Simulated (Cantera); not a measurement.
A closed system holds: 1 mol Cr, 0.25 mol N2, held at 2425 °C and 1.20e-5 bar.

Equilibrium computed with Cantera from the NASA thermochemical tables; the gas is ideal and each condensed phase is pure. Candidate condensed phases: Cr, CrN, Cr2N; 4 gas species. The numbers say what is thermodynamically allowed, not how fast it happens.

Problem. What is the equilibrium state?

Solution. 
```json
{
  "x(Cr)": "0.800",
  "x(N2)": "0.200",
  "x(N)": "0.000207",
  "gas_amount": "1.250 mol",
  "log10 activity of Cr(l) (absent)": "-4.45"
}
```
